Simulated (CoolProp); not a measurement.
A Linde-Hampson liquefier for dry air: isothermal reversible compression at 280 K from 1 atm to 20 MPa, throttling to 1 atm, return gas leaving the recuperator 0 K below the feed. Each further row changes one setting.

Computed with CoolProp (reference Helmholtz-energy equation of state, Lemmon 2000). It is a pseudo-pure fit of the blend.

```json
[
 {"case": "as stated", "liquid yield per pass": "___", "compression work (kJ/kg of gas)": "421"},
 {"case": "high pressure 40 MPa", "liquid yield per pass": "___", "compression work (kJ/kg of gas)": "482"},
 {"case": "warm-end temperature 310 K", "liquid yield per pass": "___", "compression work (kJ/kg of gas)": "470"},
 {"case": "warm-end gap 5 K", "liquid yield per pass": "___", "compression work (kJ/kg of gas)": "421"}
]
```

Some entries are withheld; supply them.


- as stated, liquid yield per pass: 0.099
- high pressure 40 MPa, liquid yield per pass: 0.128
- warm-end temperature 310 K, liquid yield per pass: 0.073
- warm-end gap 5 K, liquid yield per pass: 0.088
